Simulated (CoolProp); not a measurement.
Properties of isobutane along the isobar 1.01 bar (Tc = 407.8 K, pc = 36.29 bar, ω = 0.184).

The numbers come from the reference Helmholtz-energy equation of state, Bücker 2006 in CoolProp.

```csv
T (K),phase,cp (kJ/(kg K)),expansivity (1/kK)
123.5,liquid,1.720,…
128.7,liquid,…,1.300
133.9,liquid,1.753,1.310
139.2,liquid,1.770,1.321
144.4,liquid,1.787,…
149.6,liquid,1.803,1.344
154.8,liquid,1.820,1.357
160,liquid,1.836,1.370
165.2,liquid,1.853,1.385
170.4,liquid,1.869,1.400
175.6,liquid,…,1.416
180.9,liquid,1.903,1.433
186.1,liquid,1.920,1.451
191.3,liquid,1.938,1.470
196.5,liquid,1.955,1.490
```

Some entries are withheld; supply them.


- 123.5, expansivity (1/kK): 1.291
- 128.7, cp (kJ/(kg K)): 1.737
- 144.4, expansivity (1/kK): 1.332
- 175.6, cp (kJ/(kg K)): 1.886
